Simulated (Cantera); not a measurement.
An isothermal, constant-pressure homogeneous reactor starts with CH4 : CO2 : H2 = 1 : 1.5 : 0.25 (molar parts), at 2200 K and 750 Torr. Integrator tolerance rtol = 1e-08.

Computed with Cantera and GRI-Mech 3.0 (53 species, 325 reactions).

### Question
What does this change do: temperature 2200 to 1225 K?

### Answer
```
quantity                                              before                                     after
-----------------  -----------------------------------------  ----------------------------------------
x(CH4) at 70.0 s     4.54e-9 (gas-phase equilibrium 5.12e-9)    0.336 (gas-phase equilibrium 0.000146)
x(CO2) at 70.0 s       0.0208 (gas-phase equilibrium 0.0208)      0.493 (gas-phase equilibrium 0.0465)
x(H2) at 70.0 s          0.387 (gas-phase equilibrium 0.387)      0.0746 (gas-phase equilibrium 0.415)
x(C2H2) at 70.0 s  1.50e-11 (gas-phase equilibrium 1.69e-11)  0.00624 (gas-phase equilibrium 2.88e-10)
x(CH2) at 70.0 s   1.04e-11 (gas-phase equilibrium 1.17e-11)     <1e-12 (gas-phase equilibrium <1e-12)
x(O2) at 70.0 s      6.24e-8 (gas-phase equilibrium 6.24e-8)     <1e-12 (gas-phase equilibrium <1e-12)
```
